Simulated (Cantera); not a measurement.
# Stirred combustor or abatement burner

A perfectly stirred reactor is fed with 11.6 % CH3OH, 18.0 % O2, 67.4 % N2, 3.02 % CO2, at 1.00 atm; it is adiabatic with a 425 K inlet, and is followed from long to short residence time, starting on the burning branch (τ in s: 0.12, 0.038, 0.012, 0.0035, 0.0011, 0.00032, 9.8e-05, 3e-05, 9.1e-06).

Model: GRI-Mech 3.0 (53 species, 325 reactions), integrated in Cantera. GRI-Mech 3.0 was tuned for natural gas; its chemistry of methanol as a main component is partial and can be far from experiment.

| τ (s) | T (K) | x CH3OH | x O2 | x CO2 | x NO | x H |
|---|---|---|---|---|---|---|
| 0.12 | 2196 | 8.93e-7 | 0.0108 | 0.127 | 0.000980 | 0.000458 |
| 0.038 | 2170 | 2.30e-6 | 0.0125 | 0.124 | 0.000477 | 0.000715 |
| 0.012 | 2121 | 5.37e-6 | 0.0152 | 0.119 | 0.000209 | 0.00134 |
| 0.0035 | 2046 | 1.28e-5 | 0.0190 | 0.112 | 8.60e-5 | 0.00270 |
| 0.0011 | 1962 | 3.02e-5 | 0.0230 | 0.106 | 4.38e-5 | 0.00481 |
| 0.00032 | 1867 | 8.69e-5 | 0.0280 | 0.0980 | 2.38e-5 | 0.00733 |
| 9.8e-5 | 1760 | 0.000339 | 0.0367 | 0.0841 | 9.58e-6 | 0.00751 |
| 3.0e-5 | 425 | 0.116 | 0.180 | 0.0302 | <1e-12 | <1e-12 |
| 9.1e-6 | 425 | 0.116 | 0.180 | 0.0302 | <1e-12 | <1e-12 |
x: mole fraction; the columns are a selection and need not sum to one.
